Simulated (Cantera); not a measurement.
Feed: 1 mol SiCl4, 4.1 mol H2O, 0.11 mol O2, at 848.15 K and 1.00 bar.

Cantera equilibrium calculation (NASA polynomials, part measured and part estimated; ideal gas, pure solids and liquids). Candidate condensed phases: H2O, Si, SiO2; 30 gas species. Kinetics and transport are ignored.

Base state: HCl 0.587, H2O 0.378, Cl2 0.0341, O2 0.000966 (mole fractions); condensed: SiO2(β-quartz).

Q: What changes in the equilibrium state with this change: O2 from 0.11 to 17 mol?

A: 
```csv
species,before,after
O2,0.000966,0.730
H2O,0.378,0.141
HCl,0.587,0.0812
Cl2,0.0341,0.0480
"SiO2(β-quartz), mol",1.00,1.00
```

Q: What changes in the equilibrium state with this change: temperature from 848.15 K to 1050 K?

A: 
| species | before | after |
|---|---|---|
| HCl | 0.587 | 0.609 |
| H2O | 0.378 | 0.363 |
| Cl2 | 0.0341 | 0.0211 |
| Cl | 4.96e-6 | 0.000115 |
| O2 | 0.000966 | 0.00733 |
| SiO2(β-quartz), mol | 1.00 | 1.00 |

Q: What changes in the equilibrium state with this change: SiCl4 replaced by HMDSO?

A: 
```csv
species,before,after
H2,<1e-9,0.630
CH4,0,0.254
H2O,0.378,0.0882
HCl,0.587,0
Cl2,0.0341,0
CO,0,0.0190
CO2,0,0.00821
O2,0.000966,<1e-9
"SiO2(β-quartz), mol",1.00,2.00
"C(graphite), mol",0,3.00
```
The feed counts by its element totals alone. Further candidate phases: C, C6H6, C7H8, C8H18, SiC.
